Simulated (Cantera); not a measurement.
What does this Cantera script print?

```python
import numpy as np
import cantera as ct

gas = ct.Solution("gri30.yaml")
gas.TPX = 1675, 720000, {'CH4': 1, 'O2': 3.39, 'N2': 12.7}
reactor = ct.IdealGasReactor(gas, energy="on", clone=False)
net = ct.ReactorNet([reactor])
net.rtol, net.atol = 1e-08, 1e-16
show = ['CH4', 'O2', 'H2O2', 'CH3', 'NO', 'H', 'H2']
times = np.geomspace(2e-06, 3, 15)

steps = ct.SolutionArray(gas, extra=["t"])
rows = []
print(f"{'t/s':>10s}{'T/K':>9s}{'P/Pa':>11s}" + "".join(f"{s:>11s}" for s in show))
for t in times:
    while net.time < t:
        t_next = net.step()
        steps.append(gas.state, t=t_next)
    rows.append([np.interp(t, steps.t, y) for y in (steps.T, steps.P, *steps(*show).X.T)])
    print(f"{t:10.3e}{rows[-1][0]:9.1f}{rows[-1][1]:11.4g}" + "".join(f"{x:11.3e}" for x in rows[-1][2:]))
rate = np.gradient(steps.T, steps.t)
print("integrator steps:", len(steps.t))
if steps.T.max() > steps.T[0] + 200:
    print(f"time of steepest temperature rise: {steps.t[rate.argmax()]:.4e} s")
gas.TPX = 1675, 720000, {'CH4': 1, 'O2': 3.39, 'N2': 12.7}
gas.equilibrate("UV")
print(f"equilibrium (UV): T = {gas.T:.1f} K  " + "  ".join(f"{s} {gas[s].X[0]:.3e}" for s in show))
```

Output:

```
       t/s      T/K       P/Pa        CH4         O2       H2O2        CH3         NO          H         H2
 2.000e-06   1674.9    7.2e+05  5.849e-02  1.984e-01  7.428e-08  1.789e-05  1.929e-13  1.111e-07  2.382e-06
 5.523e-06   1674.8  7.199e+05  5.843e-02  1.983e-01  2.033e-07  6.509e-05  1.042e-12  2.062e-07  9.391e-06
 1.525e-05   1676.0  7.205e+05  5.787e-02  1.980e-01  5.543e-07  2.869e-04  9.912e-12  1.007e-06  7.668e-05
 4.212e-05   1864.6  8.092e+05  3.457e-02  1.756e-01  1.697e-05  2.297e-03  5.364e-09  1.443e-04  7.916e-03
 1.163e-04   2885.4   1.26e+06  3.478e-16  7.634e-02  1.456e-06  3.125e-15  7.406e-03  1.751e-03  3.164e-03
 3.212e-04   2868.4  1.251e+06  3.264e-16  7.152e-02  1.375e-06  2.820e-15  1.770e-02  1.641e-03  3.098e-03
 8.870e-04   2861.3  1.248e+06  3.177e-16  6.954e-02  1.342e-06  2.700e-15  2.192e-02  1.597e-03  3.071e-03
 2.449e-03   2861.1  1.248e+06  3.174e-16  6.947e-02  1.341e-06  2.696e-15  2.209e-02  1.596e-03  3.070e-03
 6.764e-03   2861.1  1.248e+06  3.174e-16  6.947e-02  1.341e-06  2.696e-15  2.209e-02  1.596e-03  3.070e-03
 1.868e-02   2861.1  1.248e+06  3.174e-16  6.947e-02  1.341e-06  2.696e-15  2.209e-02  1.596e-03  3.070e-03
 5.159e-02   2861.1  1.248e+06  3.174e-16  6.947e-02  1.341e-06  2.696e-15  2.209e-02  1.596e-03  3.070e-03
 1.425e-01   2861.1  1.248e+06  3.174e-16  6.947e-02  1.341e-06  2.696e-15  2.209e-02  1.596e-03  3.070e-03
 3.934e-01   2861.1  1.248e+06  3.174e-16  6.947e-02  1.341e-06  2.696e-15  2.209e-02  1.596e-03  3.070e-03
 1.086e+00   2861.1  1.248e+06  3.174e-16  6.947e-02  1.341e-06  2.696e-15  2.209e-02  1.596e-03  3.070e-03
 3.000e+00   2861.1  1.248e+06  3.174e-16  6.947e-02  1.341e-06  2.696e-15  2.209e-02  1.596e-03  3.070e-03
integrator steps: 1753
time of steepest temperature rise: 4.4388e-05 s
equilibrium (UV): T = 2861.1 K  CH4 4.394e-16  O2 6.947e-02  H2O2 1.341e-06  CH3 3.732e-15  NO 2.209e-02  H 1.596e-03  H2 3.070e-03
```

Detailed kinetics in Cantera: GRI-Mech 3.0 (53 species, 325 reactions).
